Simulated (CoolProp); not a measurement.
CHF3 (R23) along the isotherm 67.55 °C: density (kg/m³) from the reference equation and from simpler models built on Tc = 26.1 °C, pc = 48.32 bar, ω = 0.263; each cubic takes its own stable root.

Values from CoolProp's reference Helmholtz-energy equation of state, Penoncello 2003.

| p (bar) | phase | reference |
|---|---|---|
| 37.2 | gas | 114.0 |
| 74.3 | supercritical | 316.7 |
| 112 | supercritical | 616.9 |
| 149 | supercritical | 772.5 |
| 186 | supercritical | 857.0 |
| 223 | supercritical | 914.1 |
| 260 | supercritical | 957.5 |
| 297 | supercritical | 992.7 |
| 335 | supercritical | 1023 |
| 372 | supercritical | 1049 |
| 409 | supercritical | 1071 |
| 446 | supercritical | 1092 |
| 483 | supercritical | 1110 |

**Question.** How far does each simpler model (ideal gas, van der Waals, Redlich-Kwong, Soave-Redlich-Kwong, Peng-Robinson) lie from the reference over these 13 states: mean and median of the absolute difference, and the worst?

**Answer.** 
- ideal gas: mean 27.6 %, median 26.1 %, worst -55.1 % at 67.55 °C and 112 bar
- van der Waals: mean 22.4 %, median 26.5 %, worst -28.8 % at 67.55 °C and 483 bar
- Redlich-Kwong: mean 9.1 %, median 10.3 %, worst -11.8 % at 67.55 °C and 186 bar
- Soave-Redlich-Kwong: mean 12.4 %, median 12.8 %, worst -17.3 % at 67.55 °C and 149 bar
- Peng-Robinson: mean 4.9 %, median 3.8 %, worst -10.8 % at 67.55 °C and 112 bar
